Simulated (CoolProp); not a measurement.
Vapour-liquid equilibrium of dimethyl ether (1) + n-hexane (2) at 1.85 bar; x and y are mole fractions of (1).

Model: multi-fluid Helmholtz-energy mixture model, Wu 2011 and Thol 2019; pair parameters Bell 2016, in CoolProp.

```tsv
x	bubble temperature (K)	y at the bubble point	dew temperature at overall composition x (K)	liquid density (mol/L)
0.05	340.2	0.488	360.5	7.312
0.2	302.0	0.887	354.5	8.389
0.35	286.0	0.953	347.6	9.355
0.5	277.7	0.974	339.4	10.39
0.65	272.4	0.984	329.2	11.57
0.8	268.3	0.991	314.8	13.00
0.95	264.5	0.998	286.9	14.80
```

No azeotrope shows between x = 0.05 and 0.95.

The pair parameters rest on a limited set of measurements; away from them the model extrapolates.
